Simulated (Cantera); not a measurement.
A freely propagating, adiabatic, planar premixed flame of 19.6 % CO, 5.88 % H₂, 15.5 % O₂, 58.4 % N₂, 0.529 % CO₂, unburnt at 650 K and 500000 Pa; mixture-averaged transport, grid criteria slope 0.08 and curve 0.16, no radiation.

Model: GRI-Mech 3.0 (53 species, 325 reactions), integrated in Cantera. The hydrogen kinetics of GRI-Mech 3.0 are dated; newer H2 mechanisms differ, most at raised pressure. Burning velocities carry a grid error of a few per cent, more on coarse grids.

x: mole fraction of selected species; z is measured from the peak of heat release.

```json
[
 {"z (mm)": "-0.336", "T (K)": "650", "u (m/s)": "1.57", "x CO": "0.196", "x H₂": "0.0587", "x O₂": "0.156", "x NO₂": "<1e-8", "x NO": "<1e-8", "x HO₂": "<1e-8"},
 {"z (mm)": "-0.224", "T (K)": "650", "u (m/s)": "1.57", "x CO": "0.196", "x H₂": "0.0580", "x O₂": "0.156", "x NO₂": "<1e-8", "x NO": "<1e-8", "x HO₂": "6.74e-8"},
 {"z (mm)": "-0.168", "T (K)": "650", "u (m/s)": "1.57", "x CO": "0.197", "x H₂": "0.0567", "x O₂": "0.156", "x NO₂": "<1e-8", "x NO": "<1e-8", "x HO₂": "7.14e-7"},
 {"z (mm)": "-0.112", "T (K)": "653", "u (m/s)": "1.57", "x CO": "0.197", "x H₂": "0.0532", "x O₂": "0.156", "x NO₂": "<1e-8", "x NO": "<1e-8", "x HO₂": "6.64e-6"},
 {"z (mm)": "-0.0560", "T (K)": "705", "u (m/s)": "1.68", "x CO": "0.197", "x H₂": "0.0411", "x O₂": "0.156", "x NO₂": "3.74e-8", "x NO": "[?]", "x HO₂": "0.000182"},
 {"z (mm)": "-0.0280", "T (K)": "945", "u (m/s)": "2.22", "x CO": "0.187", "x H₂": "0.0271", "x O₂": "0.146", "x NO₂": "4.05e-8", "x NO": "[?]", "x HO₂": "0.000472"},
 {"z (mm)": "0", "T (K)": "1381", "u (m/s)": "3.19", "x CO": "0.153", "x H₂": "0.0112", "x O₂": "0.116", "x NO₂": "1.71e-8", "x NO": "[?]", "x HO₂": "0.000195"},
 {"z (mm)": "0.0280", "T (K)": "1697", "u (m/s)": "3.84", "x CO": "0.111", "x H₂": "0.00408", "x O₂": "0.0866", "x NO₂": "2.82e-8", "x NO": "[?]", "x HO₂": "8.54e-5"},
 {"z (mm)": "0.0560", "T (K)": "1883", "u (m/s)": "4.20", "x CO": "0.0828", "x H₂": "0.00308", "x O₂": "0.0709", "x NO₂": "3.96e-8", "x NO": "[?]", "x HO₂": "4.83e-5"},
 {"z (mm)": "0.112", "T (K)": "2077", "u (m/s)": "4.56", "x CO": "0.0573", "x H₂": "0.00283", "x O₂": "0.0586", "x NO₂": "6.02e-8", "x NO": "[?]", "x HO₂": "2.39e-5"},
 {"z (mm)": "0.224", "T (K)": "2238", "u (m/s)": "4.86", "x CO": "0.0413", "x H₂": "0.00210", "x O₂": "0.0512", "x NO₂": "1.01e-7", "x NO": "[?]", "x HO₂": "1.14e-5"},
 {"z (mm)": "0.448", "T (K)": "2353", "u (m/s)": "5.06", "x CO": "0.0292", "x H₂": "0.00141", "x O₂": "0.0458", "x NO₂": "1.63e-7", "x NO": "[?]", "x HO₂": "6.35e-6"},
 {"z (mm)": "0.896", "T (K)": "2427", "u (m/s)": "5.19", "x CO": "0.0206", "x H₂": "0.000967", "x O₂": "0.0420", "x NO₂": "2.37e-7", "x NO": "[?]", "x HO₂": "4.80e-6"}
]
```

What belongs in the gaps?


- -0.0560, x NO: 6.01e-8
- -0.0280, x NO: 7.73e-7
- 0, x NO: 4.29e-6
- 0.0280, x NO: 1.22e-5
- 0.0560, x NO: 2.19e-5
- 0.112, x NO: 3.95e-5
- 0.224, x NO: 6.92e-5
- 0.448, x NO: 0.000123
- 0.896, x NO: 0.000217
